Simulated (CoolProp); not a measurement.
Saturation properties of fluoroethane (R161).

Computed with CoolProp (reference Helmholtz-energy equation of state, Wu 2012).

| T (°C) | p (MPa) | liquid density (kg/m³) | enthalpy of vaporisation (kJ/kg) | vapour Z |
|---|---|---|---|---|
| -36.05 | 0.1085 | 815.6 | 423.2 | 0.9643 |
| -33.25 | 0.1230 | 811.5 | 420.2 | 0.9608 |
| -30.45 | 0.1389 | 807.5 | 417.1 | 0.9571 |
| -27.65 | 0.1564 | 803.3 | 413.9 | 0.9532 |
| -24.85 | 0.1756 | 799.1 | 410.7 | 0.9491 |
| -22.15 | 0.1958 | 795.0 | 407.5 | 0.9450 |
| -19.35 | 0.2186 | 790.7 | 404.2 | 0.9404 |
| -16.55 | 0.2433 | 786.4 | 400.7 | 0.9356 |
| -13.75 | 0.2702 | 781.9 | 397.3 | 0.9306 |
| -10.95 | 0.2993 | 777.4 | 393.7 | 0.9253 |
| -8.15 | 0.3308 | 772.9 | 390.1 | 0.9198 |
| -5.35 | 0.3647 | 768.2 | 386.3 | 0.9141 |
| -2.55 | 0.4012 | 763.4 | 382.5 | 0.9081 |

It boils at -37.6 °C under 1 atm.
